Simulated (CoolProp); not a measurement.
Vapour-liquid equilibrium of n-octane (1) + n-dodecane (2) at 1.65 bar; x and y are mole fractions of (1).

The numbers come from the multi-fluid Helmholtz-energy mixture model, Beckmüller 2019 and Lemmon 2004; pair parameters Bell 2016 in CoolProp.

| x | bubble temperature, mixture model (°C) | bubble temperature, Raoult's law (°C) | y, mixture model | y, Raoult's law |
|---|---|---|---|---|
| 0.05 | ? | 226.2 | ? | 0.266 |
| 0.2 | 205.6 | 200.2 | 0.598 | 0.671 |
| 0.35 | ? | 182.7 | ? | 0.833 |
| 0.5 | 173.2 | 170.0 | ? | 0.912 |
| 0.65 | 162.2 | 160.3 | 0.947 | 0.954 |
| 0.8 | 153.4 | 152.5 | ? | 0.980 |
| 0.95 | ? | 146.1 | 0.996 | 0.996 |

Q: Fill in the missing entries.

A: 
- 0.05, bubble temperature, mixture model (°C): 228.9
- 0.05, y, mixture model: 0.203
- 0.35, bubble temperature, mixture model (°C): 187.3
- 0.35, y, mixture model: 0.794
- 0.5, y, mixture model: 0.893
- 0.8, y, mixture model: 0.977
- 0.95, bubble temperature, mixture model (°C): 146.3

The largest gap from Raoult's law is +5.4 K in bubble temperature, at x = 0.2. No azeotrope shows between x = 0.05 and 0.95.

Pair parameters are fitted to limited data, so mixtures are less certain than the pure fluids.
